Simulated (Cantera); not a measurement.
Charge: 1 mol SiF4, 0.34 mol C2H4, 450 mol H2, 2.1 mol CH4, equilibrated at 1975 K.

Method: chemical equilibrium by Gibbs-energy minimisation in Cantera with the NASA 1993 tables (ideal gas, pure condensed phases). Candidate condensed phases: C, C6H6, C7H8, C8H18, Si, SiC; 113 gas species. The tables' values for SiF2, SiF3, SiF are old estimates; treat these amounts as uncertain. Rates play no part.

log p: log10 of the partial pressure in bar; n: condensed amount in mol.

```json
[
 {"P (Pa)": "100", "log p H2": "-3.02", "log p H": "-4.38", "log p HF": "-5.10", "log p Si": "-5.80", "log p C2H2 (acetylene)": "?", "n C(graphite)": "2.13", "n SiC(s)": "0"},
 {"P (Pa)": "220", "log p H2": "-2.67", "log p H": "-4.20", "log p HF": "-4.76", "log p Si": "-5.79", "log p C2H2 (acetylene)": "?", "n C(graphite)": "1.72", "n SiC(s)": "0.448"},
 {"P (Pa)": "460", "log p H2": "-2.35", "log p H": "-4.04", "log p HF": "-4.43", "log p Si": "-5.79", "log p C2H2 (acetylene)": "?", "n C(graphite)": "1.52", "n SiC(s)": "0.657"},
 {"P (Pa)": "1000", "log p H2": "-2.01", "log p H": "-3.87", "log p HF": "-4.09", "log p Si": "-5.79", "log p C2H2 (acetylene)": "?", "n C(graphite)": "1.42", "n SiC(s)": "0.762"},
 {"P (Pa)": "2200", "log p H2": "-1.67", "log p H": "-3.70", "log p HF": "-3.75", "log p Si": "-5.79", "log p C2H2 (acetylene)": "?", "n C(graphite)": "1.37", "n SiC(s)": "0.811"},
 {"P (Pa)": "4600", "log p H2": "-1.34", "log p H": "-3.54", "log p HF": "-3.43", "log p Si": "-5.79", "log p C2H2 (acetylene)": "?", "n C(graphite)": "1.35", "n SiC(s)": "0.830"},
 {"P (Pa)": "10000", "log p H2": "-1.01", "log p H": "-3.37", "log p HF": "-3.10", "log p Si": "-5.79", "log p C2H2 (acetylene)": "?", "n C(graphite)": "1.33", "n SiC(s)": "0.835"},
 {"P (Pa)": "22000", "log p H2": "-0.66", "log p H": "-3.20", "log p HF": "-2.76", "log p Si": "-5.79", "log p C2H2 (acetylene)": "?", "n C(graphite)": "1.31", "n SiC(s)": "0.830"},
 {"P (Pa)": "46000", "log p H2": "-0.34", "log p H": "-3.03", "log p HF": "-2.44", "log p Si": "-5.79", "log p C2H2 (acetylene)": "?", "n C(graphite)": "1.28", "n SiC(s)": "0.816"},
 {"P (Pa)": "100000", "log p H2": "0.00", "log p H": "-2.87", "log p HF": "-2.12", "log p Si": "-5.79", "log p C2H2 (acetylene)": "?", "n C(graphite)": "1.19", "n SiC(s)": "0.790"}
]
```

Q: Some entries are withheld; supply them.

A: 
- 100, log p C2H2 (acetylene): -6.21
- 220, log p C2H2 (acetylene): -5.86
- 460, log p C2H2 (acetylene): -5.54
- 1000, log p C2H2 (acetylene): -5.20
- 2200, log p C2H2 (acetylene): -4.85
- 4600, log p C2H2 (acetylene): -4.53
- 10000, log p C2H2 (acetylene): -4.19
- 22000, log p C2H2 (acetylene): -3.85
- 46000, log p C2H2 (acetylene): -3.53
- 100000, log p C2H2 (acetylene): -3.19
